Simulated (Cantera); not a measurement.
Standard-state values (1 bar) from the NASA 1993 polynomials, evaluated with Cantera. Values are per mole of reaction as written; species without (g) are pure solids or liquids, kept so even where they would boil at 1 bar. TaC: taken at fixed stoichiometry.

2 H2(g) + TaC ⇌ Ta + CH4(g)

| T (K) | ΔH° (kJ) | ΔS° (J/K) | ΔG° (kJ) | log10 K |
|---|---|---|---|---|
| 475 | ___ | ___ | ___ | ___ |
| 525 | 62.1 | -94.5 | 111.7 | -11.11 |
| 575 | 60.7 | -97.0 | 116.5 | -10.58 |
| 625 | ___ | ___ | ___ | ___ |
| 675 | ___ | ___ | ___ | ___ |
| 725 | ___ | ___ | ___ | ___ |
| 775 | 56.3 | -103.7 | 136.6 | -9.21 |

### Question
What belongs in the gaps?

### Answer

- 475, ΔH° (kJ): 63.6
- 475, ΔS° (J/K): -91.5
- 475, ΔG° (kJ): 107.0
- 475, log10 K: -11.77
- 625, ΔH° (kJ): 59.4
- 625, ΔS° (J/K): -99.2
- 625, ΔG° (kJ): 121.4
- 625, log10 K: -10.15
- 675, ΔH° (kJ): 58.2
- 675, ΔS° (J/K): -101.0
- 675, ΔG° (kJ): 126.4
- 675, log10 K: -9.78
- 725, ΔH° (kJ): 57.2
- 725, ΔS° (J/K): -102.5
- 725, ΔG° (kJ): 131.5
- 725, log10 K: -9.47
